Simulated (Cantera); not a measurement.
**Premixed flame**

A freely propagating, adiabatic, planar premixed flame of 10.7 % CH4, 7.94 % CO, 21.2 % O2, 60.1 % N2, equivalence ratio 1.2, unburnt at 650 K and 2.86 atm; mixture-averaged transport, grid criteria slope 0.08 and curve 0.16, no radiation.

Computed with Cantera and GRI-Mech 3.0 (53 species, 325 reactions). Burning velocities carry a grid error of a few per cent, more on coarse grids.

```
z (mm)   T (K)  u (m/s)    x CH4    x CO     x O2    x CH2O    x NO2       x O
-------  -----  -------  -------  ------  -------  --------  -------  --------
-0.284     650     1.89    0.107  0.0793    0.212   8.25e-8    <1e-8     <1e-8
-0.189     651     1.89    0.107  0.0792    0.212   1.91e-6    <1e-8     <1e-8
-0.142     658     1.92    0.106  0.0790    0.211   1.34e-5    <1e-8     <1e-8
-0.0945    707     2.08    0.102  0.0792    0.206  0.000140  6.27e-8   2.54e-7
-0.0473   1112     3.32   0.0752  0.0881    0.173   0.00119  1.21e-7   2.91e-5
-0.0236   1572     4.76   0.0422   0.104    0.127   0.00156  5.34e-8  0.000240
0         2002     6.11   0.0111   0.119   0.0727  0.000955  1.66e-8   0.00121
0.0236    2204     6.72  0.00114   0.117   0.0377  0.000227    <1e-8   0.00327
0.0473    2269     6.88  6.21e-5   0.105   0.0232   1.92e-5  1.15e-8   0.00470
0.0945    2333     7.01  2.11e-7  0.0912   0.0152   8.27e-8  1.42e-8   0.00482
0.189     2410     7.20    <1e-8  0.0842   0.0116     <1e-8  1.81e-8   0.00384
0.378     2495     7.41    <1e-8  0.0808  0.00873     <1e-8  2.59e-8   0.00265
0.756     2569     7.59    <1e-8  0.0778  0.00614     <1e-8  3.91e-8   0.00169
```
x: mole fraction of selected species; z is measured from the peak of heat release.

The laminar burning velocity is 188 cm/s. The thermal thickness is 0.0945 mm and the peak x(CH2O) comes out as 0.00157. The peak x(O) is 0.00498 and the grid points is 158.
